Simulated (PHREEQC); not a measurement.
# Geothermal or formation water (model solution)

Synthetic water in mmol/kgw, 95 °C, pH 6.66:

| constituent | mmol/kgw |
|---|---|
| Na | 250 |
| K | 39.5 |
| Ca | 11.3 |
| Mg | 8.04 |
| Cl | 297 |
| S(6) | 9.68 |
| Alkalinity (meq/kgw) | 0.0366 |
| Br | 0.0989 |
| Si | 0.154 |

Valence states are taken as typed.

Model: Pitzer model, pitzer.dat, run in PHREEQC.

Each row changes one thing in this solution. No solid was allowed to form.

```
case                                               HCO3- (mol/kgw)  CO2 (mol/kgw)  MgOH+ (mol/kgw)  H3SiO4- (mol/kgw)  HSO4- (mol/kgw)  CO3-2 (mol/kgw)  SI of SiO2(a) (SiO2)
-------------------------------------------------  ---------------  -------------  ---------------  -----------------  ---------------  ---------------  --------------------
as made                                                    3.06e-5        1.00e-5          1.88e-6            9.94e-7          3.08e-7          4.84e-8                 -1.60
temperature from 95 to 40 °C at the same typed pH          3.63e-5              …          5.39e-8            3.03e-7                …          4.43e-8                 -1.25
Ca from 11.3 to 5.65 mmol/kgw                              3.07e-5              …                …            9.77e-7          3.26e-7          4.63e-8                 -1.60
pH from 6.66 to 6.16 at the same alkalinity                3.64e-5        3.78e-5          5.94e-7                  …          9.75e-7          1.82e-8                 -1.60
pH from 6.66 to 5.66 at the same alkalinity                4.21e-5       0.000138          1.88e-7            1.00e-7          3.08e-6          6.66e-9                 -1.60
```

### Question
Complete the blanks.

### Answer

- temperature from 95 to 40 °C at the same typed pH, CO2 (mol/kgw): 1.04e-5
- temperature from 95 to 40 °C at the same typed pH, HSO4- (mol/kgw): 6.46e-8
- Ca from 11.3 to 5.65 mmol/kgw, CO2 (mol/kgw): 1.01e-5
- Ca from 11.3 to 5.65 mmol/kgw, MgOH+ (mol/kgw): 1.89e-6
- pH from 6.66 to 6.16 at the same alkalinity, H3SiO4- (mol/kgw): 3.16e-7

Constants without temperature data keep their 25 °C values here.
